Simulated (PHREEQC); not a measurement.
Dissolve 0.03 mol FeSO4, 0.00029 mol ZnCl2 and 0.00033 mol HCl per kg of water at 10 °C. Closed to the air; pH follows from the charge balance.

All values are PHREEQC results (ion-association model, phreeqc.dat), not measurements.

```json
{
  "pH": "3.79",
  "ionic_strength": "0.0825 mol/kgw",
  "specific_conductance": "2770 µS/cm",
  "density": "1.004 g/cm³",
  "total_alkalinity": "-0.330 meq/kg"
}
```

| species | molality | activity | log γ |
|---|---|---|---|
| Fe+2 | 0.0205 | 0.00883 | -0.366 |
| SO4-2 | 0.0203 | 0.00820 | -0.393 |
| FeSO4 | 0.00946 | 0.00964 | 0.008 |
| Cl- | 0.000899 | 0.000705 | -0.105 |
| H+ | 0.000196 | 0.000164 | -0.078 |
| Zn+2 | 0.000160 | 6.53e-5 | -0.390 |
| HSO4- | 0.000121 | 9.63e-5 | -0.099 |
| ZnSO4 | 0.000109 | 0.000111 | 0.008 |
| Zn(SO4)2-2 | 2.08e-5 | 8.36e-6 | -0.395 |
| FeHSO4+ | 1.28e-5 | 1.02e-5 | -0.099 |
| FeCl+ | 1.08e-5 | 8.60e-6 | -0.099 |

No solid was allowed to form. At this temperature some constants are extrapolated from 25 °C, and those without enthalpy data are left unchanged.
